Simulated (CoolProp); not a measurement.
Vapour pressure (bar) of dodecamethylpentasiloxane (MD3M): the reference equation beside estimates from Tc = 354.9 °C, pc = 9.540 bar, ω = 0.730. Clausius-Clapeyron is anchored at 144.25 °C with a constant enthalpy of vaporisation of 53.59 kJ/mol.

Model: reference Helmholtz-energy equation of state, Thol 2019, in CoolProp.

```tsv
T (°C)	reference	Clausius-Clapeyron	Redlich-Kwong
113.05	0.02203	0.02340	0.2519
119.35	0.02936	0.03059	0.2961
125.55	0.03847	0.03949	0.3452
131.75	0.04986	0.05058	0.4001
137.95	0.06393	0.06430	0.4612
144.25	0.08147	0.08147	0.5302
150.45	0.1024	0.1021	0.6052
156.65	0.1277	0.1272	0.6876
162.85	0.1578	0.1574	0.7779
169.15	0.1941	0.1943	0.8782
175.35	0.2362	0.2377	0.9856
181.55	0.2853	0.2892	1.102
```

Absolute difference from the reference over all 12 rows, mean and median: Clausius-Clapeyron 1.5 and 0.6 %, Redlich-Kwong 575.2 and 520.9 %.
